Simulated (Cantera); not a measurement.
A closed system holds: 1 mol CsOH, 0.21 mol H2O, 0.14 mol O2, held at 2223 K and 101000 Pa.

Equilibrium computed with Cantera from the NASA thermochemical tables; the gas is ideal and each condensed phase is pure. Candidate condensed phases: Cs, CsOH, H2O; 15 gas species. Kinetics and transport are ignored.

Base state: CsOH 0.680, H2O 0.166, O2 0.108, Cs 0.0364, OH 0.00594, CsO 0.00179, O 0.00102, H2 0.000662 (mole fractions); condensed: gas only.

What changes in the equilibrium state with this change: temperature from 2223 K to 1775 K?


```tsv
species	before	after
CsOH	0.680	0.736
H2O	0.166	0.156
O2	0.108	0.104
Cs	0.0364	0.00242
H	0.000164	1.30e-6
O	0.00102	3.07e-5
H2	0.000662	2.05e-5
CsO	0.00179	0.000141
```
